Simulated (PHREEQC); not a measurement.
## Acid rinse or clean (model solution)

Consider water at 45 °C with 0.0013 mol HCl, 0.12 mol NaCl and 0.00097 mol CuCl2 per kg of water. Closed to the air; pH follows from the charge balance.

Model: ion-association model, phreeqc.dat, run in PHREEQC.

Precipitation was switched off in this run.

Question: What pH does the model give?

Answer: pH 2.98.

Question: In which forms is Cu present?

Answer: Cu+2 76 %, CuCl+ 23 %, CuCl2 1.0 % of the Cu.

At this temperature some constants are extrapolated from 25 °C, and those without enthalpy data are left unchanged.
